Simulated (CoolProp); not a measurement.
Vapour-liquid equilibrium of benzene (1) + octamethylcyclotetrasiloxane (D4) (2) at 394.9 K; x and y are mole fractions of (1).

Model: multi-fluid Helmholtz-energy mixture model, Thol 2012 and Thol 2015; pair parameters Bell 2016, in CoolProp.

```csv
x,bubble pressure (kPa),y at the bubble point,dew pressure at overall composition x (kPa),liquid density (mol/L)
0.05,31.11,0.381,21.05,2.941
0.2,70.40,0.765,24.67,3.361
0.35,113.4,0.879,29.78,3.889
0.5,___,___,37.58,4.576
0.65,199.8,0.961,___,5.505
0.8,246.2,0.982,___,___
0.95,296.3,0.996,182.1,8.857
```

What belongs in the gaps?


- 0.5, bubble pressure (kPa): 156.4
- 0.5, y at the bubble point: 0.931
- 0.65, dew pressure at overall composition x (kPa): 50.99
- 0.8, dew pressure at overall composition x (kPa): 79.59
- 0.8, liquid density (mol/L): 6.829

No azeotrope shows between x = 0.05 and 0.95.

Pair parameters are fitted to limited data, so mixtures are less certain than the pure fluids.
